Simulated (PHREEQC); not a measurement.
0.7 g of hydrous ferric oxide (600 m²/g; 0.2 weak and 0.005 strong sites per Fe, Dzombak-Morel constants, diffuse double layer) in 1 kg of water with 0.005 mol/kgw of an inert sodium salt and 4.6e-05 mol/kgw CaCl2, at 25 °C; the pH is set by adding NaOH or the inert anion's acid. O2 is buffered at 0.21 atm. No CO2 enters from the air. No solid was allowed to form.

Base run: PHREEQC, ion-association model, wateq4f.dat. Each further column changes one thing. The table gives surface charge σ (C/m²).

```
pH      base  background salt from 0.005 to 0.0005 mol/kgw  oxide from 0.7 to 3.5 g/kgw  0.00021 mol/kgw NaH2PO4 added
----  ------  --------------------------------------------  ---------------------------  -----------------------------
3      0.307                                         0.256                        0.320                          0.246
3.5    0.248                                         0.173                        0.264                          0.198
4      0.187                                         0.113                        0.200                          0.148
5      0.092                                         0.044                        0.097                          0.069
5.5    0.061                                         0.027                        0.063                              …
6      0.038                                         0.016                        0.039                          0.026
6.5    0.023                                             …                        0.023                          0.015
7.5    0.006                                         0.002                        0.006                          0.002
8      0.001                                         0.001                        0.001                         -0.002
8.5   -0.003                                        -0.001                       -0.004                              …
9     -0.008                                        -0.003                       -0.009                         -0.013
10    -0.028                                        -0.011                       -0.031                              …
10.5  -0.047                                        -0.022                       -0.051                         -0.049
11    -0.076                                        -0.047                       -0.084                         -0.079
```

Task: Complete the blanks.

Result: 
- 5.5, 0.00021 mol/kgw NaH2PO4 added: 0.043
- 6.5, background salt from 0.005 to 0.0005 mol/kgw: 0.009
- 8.5, 0.00021 mol/kgw NaH2PO4 added: -0.007
- 10, 0.00021 mol/kgw NaH2PO4 added: -0.030

The oxide is taken as insoluble; below pH 4 it would dissolve. H3PO4, which wateq4f.dat lacks, is added to it with the constant of phreeqc.dat.
